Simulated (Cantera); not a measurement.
An isothermal, constant-pressure homogeneous reactor starts with N2O : O2 = 1 : 0.11 (molar parts), at 1475 K and 1.10 bar.

Detailed kinetics in Cantera: GRI-Mech 3.0 (53 species, 325 reactions). GRI-Mech 3.0 was tuned for natural gas; its chemistry of N2O as a main component is partial and can be far from experiment. The temperature is held fixed by assumption; the heat of reaction is taken as removed at once.

Q: Predict: x(N2O) at 3.00 s; x(O2) at 3.00 s; x(NO2) at 3.00 s; x(N2) at 3.00 s; x(NO) at 3.00 s.

A: 
| Quantity | Value |
|---|---|
| x(N2O) at 3.00 s | 4.30e-6 (gas-phase equilibrium 7.44e-8) |
| x(O2) at 3.00 s | 0.321 (gas-phase equilibrium 0.378) |
| x(NO2) at 3.00 s | 0.000857 (gas-phase equilibrium 1.05e-5) |
| x(N2) at 3.00 s | 0.564 (gas-phase equilibrium 0.620) |
| x(NO) at 3.00 s | 0.115 (gas-phase equilibrium 0.00129) |
